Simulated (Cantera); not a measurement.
Feed: 1 mol SiH4, 1.4 mol CO2, 18 mol N2, 0.59 mol NO, held at 1100 K and 23.3 Torr.

These are equilibrium values from Cantera (NASA tables, ideal gas, pure condensed phases), not measurements of a reactor. Candidate condensed phases: C, C6H6, C7H8, C8H18, H2O, Si, SiC, SiO2, Si2N2O, Si3N4; 151 gas species. Equilibrium is a limit: real reactors are often held back by kinetics, nucleation or transport.

Base state: N2 0.844, H2 0.0922, CO 0.0641, H2O 1.64e-5, CO2 1.12e-5 (mole fractions); condensed: C(graphite) + SiO2(β-quartz).

Q: What changes in the equilibrium state with this change: CO2 from 1.4 to 1.6 mol?

A: 
| species | before | after |
|---|---|---|
| N2 | 0.844 | 0.836 |
| H2 | 0.0922 | 0.0865 |
| CO | 0.0641 | 0.0692 |
| CO2 | 1.12e-5 | 0.00383 |
| H2O | 1.64e-5 | 0.00485 |
| C(graphite), mol | 0.0103 | 0 |
| SiO2(β-quartz), mol | 1.00 | 1.00 |

Q: What changes in the equilibrium state with this change: CO2 from 1.4 to 0.31 mol?

A: 
```tsv
species	before	after
N2	0.844	0.886
H2	0.0922	0.0988
CO	0.0641	0.0153
CO2	1.12e-5	1.08e-6
H2O	1.64e-5	7.04e-6
C(graphite), mol	0.0103	0
SiO2(β-quartz), mol	1.00	0.267
Si2N2O(s), mol	0	0.367
```
Mutual solubility and eutectic melting of coexisting phases are not modelled.
